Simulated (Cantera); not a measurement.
Feed: 1 mol Si, a varied amount of NF3, at 1323.15 K and 38.3 Torr.

Cantera equilibrium calculation (NASA polynomials, part measured and part estimated; ideal gas, pure solids and liquids). Candidate condensed phases: Si, Si3N4; 16 gas species. Rates play no part.

### Question
At 4.1 mol NF3, list the 4 most abundant gas species with their mole fractions, and the condensed phases.

### Answer
F 0.705, N2 0.184, SiF4 0.0899, F2 0.0204. Condensed: gas only.
